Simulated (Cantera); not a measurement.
Cantera run:

```python
import numpy as np
import cantera as ct

gas_names = [...]  # 123 gases of nasa_gas.yaml made of C, H, O, Si
cond_names = """
    C(gr) C6H6(L) C7H8(L) C8H18(L),n-octa H2O(s) H2O(L) Si(cr) Si(L) SiC(b) SiO2(Lqz) SiO2(hqz) SiO2(L)
""".split()


# ... load() reads the species with a 1 bar reference pressure and builds the phases ...
atoms = {
    'HMDSO': {'Si': 2, 'C': 6, 'H': 18, 'O': 1},
    'H2O': {'H': 2, 'O': 1},
    'H2': {'H': 2},
}
top_T = {'C(gr)': 4500, 'SiC(b)': 3050}  # K; cautious upper limits of use, not melting points


# ... equilibrate(T, P, feed) seeds the gas with the atoms and calls Mixture.equilibrate('TP', solver="vcs", rtol=1e-11, max_steps=5000) ...
results = []
feed = {'HMDSO': 1, 'H2O': 1.3, 'H2': 3.8}  # mol
T = 2148  # K
P = 13332.2  # Pa
mix = equilibrate(T, P, feed)
results.append((T, P, feed, dict(zip(mix.species_names, mix.species_moles))))
print(gas.report(threshold=1e-05))
for i in range(1, mix.n_phases):
    print(f"{mix.phase(i).name:16s} {mix.phase_moles(i):12.5e} mol")
```

Result:

```
       temperature   2148 K
          pressure   13332 Pa
           density   0.0042591 kg/m^3
  mean mol. weight   5.7053 kg/kmol
   phase of matter   gas

                          1 kg             1 kmol
                     ---------------   ---------------
          enthalpy        8.0472e+06        4.5912e+07  J
   internal energy        4.9168e+06        2.8052e+07  J
           entropy             38808        2.2142e+05  J/K
    Gibbs function       -7.5313e+07       -4.2969e+08  J
 heat capacity c_p            6111.9             34870  J/K
 heat capacity c_v            4654.5             26556  J/K

                      mass frac. Y      mole frac. X     chem. pot. / RT
                     ---------------   ---------------   ---------------
               CH4        7.9545e-05        2.8288e-05             -46.7
                CO           0.67613           0.13772           -38.135
    C2H2,acetylene         0.0074124         0.0016242            -27.73
                 H         0.0018572          0.010512           -10.945
                H2           0.29969           0.84813            -21.89
                Si        0.00074086         0.0001505           -8.6823
              SiC2        0.00010785        1.1809e-05           -14.522
               SiH        0.00012668        2.4842e-05           -19.627
              SiH2        9.4825e-05        1.7973e-05           -30.572
               SiO          0.013627         0.0017636           -43.897
     [ +113 minor]        0.00013099        1.8563e-05

C(gr)             1.70702e+00 mol
Si(L)             0.00000e+00 mol
SiC(b)            1.96729e+00 mol
SiO2(L)           0.00000e+00 mol
```

Method: chemical equilibrium by Gibbs-energy minimisation in Cantera with the NASA 1993 tables (ideal gas, pure condensed phases). The feed counts by its element totals alone. Gases not in the tables: Si2H6 and higher silanes.
